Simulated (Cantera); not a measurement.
What does this Cantera script print?

```python
import numpy as np
import cantera as ct

gas_names = """
    F FO FO2 F2 F2O N NF NF2 NF3 NO NO2 NO3 N2 N2O O O2 O3 Si SiF SiF2 SiF3 SiF4 SiN SiO SiO2 Si2 Si2N
    Si3
""".split()
cond_names = """
    Si(cr) Si(L) SiO2(Lqz) SiO2(hqz) SiO2(L) Si2N2O(s) Si3N4(a)
""".split()


def load(file, names, dense=False):
    # The tables refer to 1 bar. Condensed volumes are neglected.
    table = {s.name: s for s in ct.Species.list_from_file(file)}
    out = []
    for n in names:
        d = dict(table[n].input_data)
        d["thermo"] = dict(d["thermo"], **{"reference-pressure": 1e5})
        if dense:
            d["equation-of-state"] = {"model": "constant-volume", "density": "1e6 g/cm^3"}
        out.append(ct.Species.from_dict(d))
    return out


gas = ct.Solution(thermo="ideal-gas", species=load("nasa_gas.yaml", gas_names))
cond = {s.name: ct.Solution(thermo="fixed-stoichiometry", species=[s], name=s.name)
        for s in load("nasa_condensed.yaml", cond_names, dense=True)}
atoms = {
    'SiF4': {'Si': 1, 'F': 4},
    'O2': {'O': 2},
    'N2': {'N': 2},
}
top_T = {'Si2N2O(s)': 2100, 'Si3N4(a)': 2400}  # K; cautious upper limits of use, not melting points


def equilibrate(T, P, feed):
    n = {}
    for name, mol in feed.items():
        for a, k in atoms[name].items():
            n[a] = n.get(a, 0.0) + k * mol
    gas.TPX = T, P, n
    mass = sum(n.values()) * gas.mean_molecular_weight
    gas.equilibrate("TP")
    valid = [c for c in cond.values() if c.min_temp <= T <= top_T.get(c.name, c.max_temp)]
    mix = ct.Mixture([(gas, mass / gas.mean_molecular_weight)] + [(c, 0.0) for c in valid])
    mix.T, mix.P = T, P
    mix.equilibrate("TP", solver="vcs", rtol=1e-11, max_steps=5000)
    return mix


results = []
feed = {'SiF4': 1, 'O2': 9, 'N2': 1.2}  # mol
T = 575  # K
P = 23000  # Pa
mix = equilibrate(T, P, feed)
results.append((T, P, feed, dict(zip(mix.species_names, mix.species_moles))))
print(gas.report(threshold=1e-06))
for i in range(1, mix.n_phases):
    print(f"{mix.phase(i).name:16s} {mix.phase_moles(i):12.5e} mol")
```

Result:

```
       temperature   575 K
          pressure   23000 Pa
           density   0.18285 kg/m^3
  mean mol. weight   38.007 kg/kmol
   phase of matter   gas

                          1 kg             1 kmol
                     ---------------   ---------------
          enthalpy       -3.5371e+06       -1.3443e+08  J
   internal energy       -3.6629e+06       -1.3921e+08  J
           entropy            6606.9        2.5111e+05  J/K
    Gibbs function       -7.3361e+06       -2.7882e+08  J
 heat capacity c_p            976.35             37108  J/K
 heat capacity c_v            757.59             28794  J/K

                      mass frac. Y      mole frac. X     chem. pot. / RT
                     ---------------   ---------------   ---------------
                N2          0.078972           0.10714           -27.365
                O2           0.67653           0.80357           -26.994
              SiF4            0.2445          0.089286            -377.4
     [  +25 minor]        7.7491e-08        6.6348e-08

Si(cr)            0.00000e+00 mol
SiO2(Lqz)         1.06367e-20 mol
Si2N2O(s)         0.00000e+00 mol
Si3N4(a)          0.00000e+00 mol
```

Method: chemical equilibrium by Gibbs-energy minimisation in Cantera with the NASA 1993 tables (ideal gas, pure condensed phases).
